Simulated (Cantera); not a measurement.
A closed system holds: 1 mol N2O, 0.19 mol O2, at 2000 °C and 750 Torr.

Cantera equilibrium calculation (NASA polynomials, part measured and part estimated; ideal gas, pure solids and liquids). The numbers say what is thermodynamically allowed, not how fast it happens.

### Question
What is the equilibrium state?

### Answer
| Item | Result |
|---|---|
| x(N2) | 0.582 |
| x(O2) | 0.398 |
| x(NO) | 0.0175 |
| x(O) | 0.00267 |
| x(NO2) | 2.80e-5 |
| gas amount | 1.692 mol |
